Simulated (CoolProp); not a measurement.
Vapour-liquid equilibrium of R143a (1) + n-butane (2) at 0.261 MPa; x and y are mole fractions of (1).

The numbers come from the multi-fluid Helmholtz-energy mixture model, Lemmon and Jacobsen 2000 and Bücker 2006; pair parameters Bell 2016 in CoolProp.

### Question
Give the bubble temperature and the first vapour's composition at x = 0.2, 0.8, 0.95. Is there an azeotrope?

### Answer
x = 0.2: 261.2 K, y = 0.773; x = 0.8: 250.3 K, y = 0.911; x = 0.95: 248.6 K, y = 0.970. No azeotrope shows between x = 0.05 and 0.95.

Pair parameters are fitted to limited data, so mixtures are less certain than the pure fluids. With so large a gap from Raoult's law the liquid may split in two, which this calculation doesn't test in full.
